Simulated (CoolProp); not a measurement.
Vapour-liquid equilibrium of CH2F2 (R32) (1) + R143a (2) at -11.35 °C; x and y are mole fractions of (1).

The numbers come from the multi-fluid Helmholtz-energy mixture model, Tillner-Roth 1997 and Lemmon and Jacobsen 2000; pair parameters Bell 2016 in CoolProp.

```tsv
x	bubble pressure (bar)	y at the bubble point	dew pressure at overall composition x (bar)	liquid density (mol/L)
0.05	4.432	0.077	4.379	12.89
0.15	4.702	0.212	4.577	13.44
0.25	4.934	0.326	4.780	14.04
0.35	5.129	0.426	4.981	14.70
0.45	5.289	0.517	___	15.42
0.55	5.417	0.601	5.342	16.21
0.65	5.512	0.683	5.477	17.09
0.75	5.575	0.765	___	18.06
0.85	5.601	0.851	5.601	19.14
0.95	___	0.947	___	20.35
```

Problem. Complete the blanks.

Solution. 
- 0.45, dew pressure at overall composition x (bar): 5.172
- 0.75, dew pressure at overall composition x (bar): 5.566
- 0.95, bubble pressure (bar): 5.586
- 0.95, dew pressure at overall composition x (bar): 5.584

y crosses x between x = 0.85 and 0.95: the model has an azeotrope there.

Pair parameters are fitted to limited data, so mixtures are less certain than the pure fluids.
